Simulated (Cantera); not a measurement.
Charge: 1 mol SO2, a varied amount of O2, held at 1750 K and 30.0 mbar.

Method: chemical equilibrium by Gibbs-energy minimisation in Cantera with the NASA 1993 tables (ideal gas, pure condensed phases). Candidate condensed phases: S; 10 gas species. Kinetics and transport are ignored.

x: gas mole fraction; nothing condenses.

```
n(O2) (mol)  x SO2    x O2     x SO3       x O
-----------  -----  ------  --------  --------
0.081        0.924  0.0747  0.000551  0.000118
0.16         0.861     [?]       [?]       [?]
0.31         0.763   0.236  0.000808  0.000210
0.61         0.620   0.378  0.000832  0.000266
1.2          0.454   0.545  0.000731  0.000319
2.3            [?]     [?]       [?]       [?]
4.6          0.178   0.821  0.000352  0.000391
8.9          0.101   0.899  0.000208  0.000409
```

Problem. Complete the blanks.

Solution. 
- 2.3, x SO2: 0.302
- 2.3, x O2: 0.697
- 2.3, x SO3: 0.000550
- 2.3, x O: 0.000360
- 0.16, x O2: 0.138
- 0.16, x SO3: 0.000697
- 0.16, x O: 0.000160
